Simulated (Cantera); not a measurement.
A perfectly stirred reactor is fed with 16.5 % H₂, 18.8 % O₂, 64.3 % N₂, 0.379 % NO, at 8250 Torr; it is adiabatic with a 800 K inlet, and is followed from long to short residence time, starting on the burning branch (τ in s: 0.072, 0.021, 0.0061, 0.0018, 0.00051, 0.00015, 4.3e-05, 1.3e-05, 3.7e-06).

Computed with Cantera and GRI-Mech 3.0 (53 species, 325 reactions). The hydrogen kinetics of GRI-Mech 3.0 are dated; newer H2 mechanisms differ, most at raised pressure. The mechanism lacks 2 NO + O2 → 2 NO2 and HONO, so NO2 and the effect of NO are under-described below about 1400 K.

x: mole fraction; the columns are a selection and need not sum to one.

```json
[
 {"τ (s)": "0.072", "T (K)": "2004", "x H₂": "5.38e-5", "x O₂": "0.115", "x NO": "0.00425", "x N₂O": "9.73e-7", "x NO₂": "1.81e-5", "x N₂": "0.701", "x OH": "0.00134"},
 {"τ (s)": "0.021", "T (K)": "2004", "x H₂": "6.76e-5", "x O₂": "0.115", "x NO": "0.00416", "x N₂O": "1.03e-6", "x NO₂": "1.84e-5", "x N₂": "0.701", "x OH": "0.00139"},
 {"τ (s)": "0.0061", "T (K)": "2003", "x H₂": "0.000110", "x O₂": "0.115", "x NO": "0.00413", "x N₂O": "___", "x NO₂": "2.03e-5", "x N₂": "0.701", "x OH": "0.00153"},
 {"τ (s)": "0.0018", "T (K)": "2001", "x H₂": "0.000222", "x O₂": "0.115", "x NO": "0.00412", "x N₂O": "___", "x NO₂": "2.50e-5", "x N₂": "0.701", "x OH": "0.00185"},
 {"τ (s)": "0.00051", "T (K)": "1995", "x H₂": "0.000501", "x O₂": "0.114", "x NO": "0.00410", "x N₂O": "___", "x NO₂": "3.20e-5", "x N₂": "0.700", "x OH": "0.00252"},
 {"τ (s)": "0.00015", "T (K)": "1984", "x H₂": "0.00112", "x O₂": "0.114", "x NO": "0.00409", "x N₂O": "3.35e-6", "x NO₂": "3.58e-5", "x N₂": "0.700", "x OH": "0.00355"},
 {"τ (s)": "4.3e-5", "T (K)": "1961", "x H₂": "0.00253", "x O₂": "0.114", "x NO": "0.00409", "x N₂O": "3.36e-6", "x NO₂": "3.31e-5", "x N₂": "0.699", "x OH": "0.00503"},
 {"τ (s)": "1.3e-5", "T (K)": "1918", "x H₂": "0.00552", "x O₂": "0.114", "x NO": "0.00408", "x N₂O": "___", "x NO₂": "2.69e-5", "x N₂": "0.696", "x OH": "0.00670"},
 {"τ (s)": "3.7e-6", "T (K)": "1825", "x H₂": "0.0131", "x O₂": "0.116", "x NO": "0.00405", "x N₂O": "___", "x NO₂": "2.03e-5", "x N₂": "0.692", "x OH": "0.00801"}
]
```

Q: Complete the blanks.

A: 
- 0.0061, x N₂O: 1.22e-6
- 0.0018, x N₂O: 1.70e-6
- 0.00051, x N₂O: 2.59e-6
- 1.3e-5, x N₂O: 2.82e-6
- 3.7e-6, x N₂O: 2.13e-6
